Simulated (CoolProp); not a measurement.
Vapour pressure (kPa) of n-perfluorohexane: the reference equation beside estimates from Tc = 174.9 °C, pc = 1742 kPa, ω = 0.497. Clausius-Clapeyron is anchored at -12.15 °C with a constant enthalpy of vaporisation of 34.60 kJ/mol.

Values from CoolProp's reference Helmholtz-energy equation of state, Gao 2022.

| T (°C) | reference | Lee-Kesler | Clausius-Clapeyron | van der Waals | Redlich-Kwong | Soave-Redlich-Kwong |
|---|---|---|---|---|---|---|
| -21.55 | 2.333 | 2.340 | 2.356 | 102.2 | 17.19 | 2.359 |
| -12.15 | 4.274 | 4.269 | 4.274 | 127.4 | 26.00 | 4.294 |
| -2.75 | 7.425 | 7.399 | 7.440 | 156.5 | 37.94 | 7.429 |
| 6.55 | 12.24 | 12.19 | 12.41 | 189.6 | 53.49 | 12.22 |
| 15.95 | 19.48 | 19.41 | 20.14 | 227.5 | 73.65 | 19.42 |
| 25.35 | 29.86 | 29.79 | 31.68 | 270.1 | 98.98 | 29.78 |
| 34.65 | 44.13 | 44.07 | 48.28 | 317.2 | 129.8 | 44.05 |
| 44.05 | 63.61 | 63.62 | 72.08 | 370.0 | 167.6 | 63.61 |
| 53.35 | 89.00 | 89.15 | 104.7 | 427.5 | 212.1 | 89.20 |
| 62.75 | 122.1 | 122.5 | 149.6 | 491.2 | 265.0 | 122.7 |
| 72.15 | 164.1 | 164.7 | 209.6 | 560.7 | 326.7 | 165.4 |
| 81.45 | 215.7 | 216.8 | 287.6 | 635.4 | 396.9 | 218.1 |
| 90.85 | 279.8 | 281.3 | 389.4 | 717.0 | 477.8 | 283.8 |

Absolute difference from the reference over all 13 rows, mean and median: Lee-Kesler 0.3 and 0.3 %, Clausius-Clapeyron 13.5 and 9.4 %, van der Waals 1143.6 and 618.8 %, Redlich-Kwong 251.5 and 194.1 %, Soave-Redlich-Kwong 0.5 and 0.3 %.
